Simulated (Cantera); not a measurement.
**Premixed flame**

A freely propagating, adiabatic, planar premixed flame of CH4 : C2H6 : C3H8 : O2 : N2 : H2O = 1 : 0.26 : 0.091 : 3.37 : 10.8 : 0.57 (molar parts), unburnt at 525 K and 330000 Pa; multicomponent transport, grid criteria slope 0.08 and curve 0.16, no radiation.

Computed with Cantera and GRI-Mech 3.0 (53 species, 325 reactions). Burning velocities carry a grid error of a few per cent, more on coarse grids.

| z (mm) | T (K) | u (m/s) | x CH4 | x C2H6 | x C3H8 | x CH3 | x CH2 | x O2 |
|---|---|---|---|---|---|---|---|---|
| -0.355 | 525 | 0.884 | 0.0621 | 0.0161 | 0.00565 | <1e-8 | <1e-8 | 0.209 |
| -0.237 | 527 | 0.890 | 0.0619 | 0.0161 | 0.00564 | <1e-8 | <1e-8 | 0.209 |
| -0.178 | 536 | 0.906 | 0.0614 | 0.0161 | 0.00563 | 4.68e-8 | <1e-8 | 0.208 |
| -0.118 | 596 | 1.01 | 0.0590 | 0.0157 | 0.00556 | 9.54e-7 | <1e-8 | 0.202 |
| -0.0592 | 1011 | 1.75 | 0.0436 | 0.0114 | 0.00414 | 0.000220 | 6.84e-8 | 0.164 |
| -0.0296 | 1454 | 2.56 | 0.0254 | 0.00475 | 0.00140 | 0.00171 | 5.94e-6 | 0.118 |
| 0 | 1873 | 3.34 | 0.00641 | 0.000244 | 2.45e-5 | 0.00202 | 6.33e-5 | 0.0659 |
| 0.0296 | 2058 | 3.66 | 0.000454 | 5.52e-7 | <1e-8 | 0.000251 | 2.14e-5 | 0.0368 |
| 0.0592 | 2126 | 3.76 | 1.57e-5 | <1e-8 | <1e-8 | 1.04e-5 | 1.11e-6 | 0.0266 |
| 0.118 | 2207 | 3.88 | 2.97e-8 | <1e-8 | <1e-8 | 2.34e-8 | <1e-8 | 0.0205 |
| 0.237 | 2296 | 4.01 | <1e-8 | <1e-8 | <1e-8 | <1e-8 | <1e-8 | 0.0163 |
| 0.474 | 2373 | 4.13 | <1e-8 | <1e-8 | <1e-8 | <1e-8 | <1e-8 | 0.0129 |
| 0.948 | 2424 | 4.20 | <1e-8 | <1e-8 | <1e-8 | <1e-8 | <1e-8 | 0.0104 |
x: mole fraction of selected species; z is measured from the peak of heat release.

- laminar burning velocity: 88.3 cm/s
- thermal thickness: 0.118 mm
- peak x(CH3): 0.00254
- peak x(CH2): 6.58e-5
- grid points: 146
